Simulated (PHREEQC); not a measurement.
Consider water at 32 °C with 0.0016 mol HF, 0.0016 mol KF and 5e-05 mol H2SO4 per kg of water. Closed to the air; pH follows from the charge balance.

Computed with PHREEQC (ion-association model, wateq4f.dat).

Each row changes one thing in this solution. This is a speciation only: nothing precipitates in the calculation.

```csv
case,pH,ionic strength (mol/kgw),F- (mol/kgw),HF (mol/kgw),HF2- (mol/kgw),H2F2 (mol/kgw)
as made,3.39,0.00207,0.00192,0.00126,9.71e-6,3.19e-6
HF from 0.0016 to 0.0032 mol/kgw,[?],0.00238,0.00222,0.00251,2.25e-5,1.27e-5
KF from 0.0016 to 0.0008 mol/kgw,3.27,0.00141,0.00126,0.00112,5.70e-6,2.53e-6
KF left out,3.11,0.000845,0.000700,0.000892,2.51e-6,1.61e-6
temperature from 32 to 20 °C,3.33,0.00213,0.00198,0.00120,8.70e-6,4.45e-6
0.00016 mol/kgw Na2SiO3 added,3.55,0.00230,0.00203,0.000920,7.53e-6,1.71e-6
H2SO4 replaced by NiSO4 at the same molality,[?],0.00218,0.00198,0.00119,9.52e-6,2.87e-6
```

**Question.** Fill in the missing entries.

**Answer.** 
- HF from 0.0016 to 0.0032 mol/kgw, pH: 3.15
- H2SO4 replaced by NiSO4 at the same molality, pH: 3.43

SiF6-2 is the database's only silicon fluoride.
